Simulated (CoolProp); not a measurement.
Vapour-liquid equilibrium of R125 (1) + R245fa (2) at 0.00376 MPa; x and y are mole fractions of (1).

The numbers come from the multi-fluid Helmholtz-energy mixture model, Lemmon 2005 and Akasaka 2015; pair parameters Bell 2016 in CoolProp.

```
x      bubble temperature (°C)  y at the bubble point  dew temperature at overall composition x (°C)  liquid density (mol/L)
-----  -----------------------  ---------------------  ---------------------------------------------  ----------------------
0.05                     -63.6                  0.753                                          -47.1                   11.69
0.125                    -74.7                  0.918                                          -48.2                   12.00
0.2                      -80.4                  0.958                                          -49.4                   12.23
0.275                    -84.1                  0.974                                          -50.7                   12.42
0.35                     -86.8                  0.983                                          -52.1                   12.60
0.425                    -88.8                  0.988                                          -53.6                   12.78
0.5                      -90.5                  0.991                                          -55.3                   12.94
0.575                    -92.0                  0.993                                          -57.3                   13.11
0.65                     -93.2                  0.995                                          -59.6                   13.27
0.725                    -94.4                  0.997                                          -62.4                   13.43
0.8                      -95.4                  0.998                                          -65.8                   13.59
0.875                    -96.4                  0.999                                          -70.6                   13.75
0.95                     -97.3                  1.000                                          -79.0                   13.91
```

No azeotrope shows between x = 0.05 and 0.95.

The pair parameters rest on a limited set of measurements; away from them the model extrapolates.
